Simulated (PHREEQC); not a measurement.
HNO3 is added in steps, without added water, to 1 kg of water holding 0.0031 mol/kgw MgCl2, 0.0014 mol/kgw Na2HPO4 and 0.0012 mol/kgw H4SiO4, at 25 °C. Oxygen is held at 0.21 atm. No CO2 enters from the air. Solids allowed: Brucite, SiO2(a), Halite. Others were left out.

Base run: PHREEQC, ion-association model, wateq4f.dat. Each further column changes one thing. The table gives HPO4-2 (mol/kgw).

```csv
HNO3 added (mol),base,all activity coefficients set to 1,database phreeqc.dat,Debye-Hückel limiting law,Davies equation for every ion
0,0.000658,0.000438,0.000659,0.000703,0.000667
0.00042,0.000512,0.000334,0.000513,0.000547,0.000519
0.00077,0.000330,0.000210,0.000330,0.000354,0.000335
0.00119,0.000109,6.73e-5,0.000109,0.000118,0.000111
0.00161,6.69e-7,4.33e-7,6.69e-7,7.32e-7,6.84e-7
0.00203,2.16e-7,1.38e-7,2.16e-7,2.37e-7,2.21e-7
0.00238,1.35e-7,8.49e-8,1.35e-7,1.48e-7,1.38e-7
0.0028,9.08e-8,5.66e-8,9.08e-8,1.01e-7,9.31e-8
```

H3PO4, which wateq4f.dat lacks, is added to it with the constant of phreeqc.dat.  phreeqc.dat and wateq4f.dat share most of their constants, so their agreement is no independent check. Solids allowed in the column 'database phreeqc.dat': Quartz, Halite.
